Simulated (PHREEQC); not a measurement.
Consider water at 25 °C with 5.8 mol NaBr, 2.2 mol SrCl2 and 0.15 mol KBr per kg of water. Closed to the air; pH follows from the charge balance.

Computed with PHREEQC (Pitzer model, pitzer.dat).

Precipitation was switched off in this run.

Question: Estimate the activity of water.

Answer: activity of water 0.496.

Saturation is exceeded, for instance for Halite; the values hold only as long as no solid forms. Complexes and solids missing from the database can't appear.
